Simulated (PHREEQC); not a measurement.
Make-up at 20 °C: 0.0078 mol HCl, 0.00083 mol Li2SO4 and 0.00097 mol Na2SO4 per kg of water. Closed to the air; pH follows from the charge balance.

The numbers come from PHREEQC with the ion-association model, wateq4f.dat.

The ionic strength comes out as 0.0121 mol/kgw. What activity coefficients do SO4-2, LiSO4-, Na+, Li+, HSO4- get?

SO4-2 0.65, LiSO4- 0.90, Na+ 0.90, Li+ 0.90, HSO4- 0.90.

No solid was allowed to form.
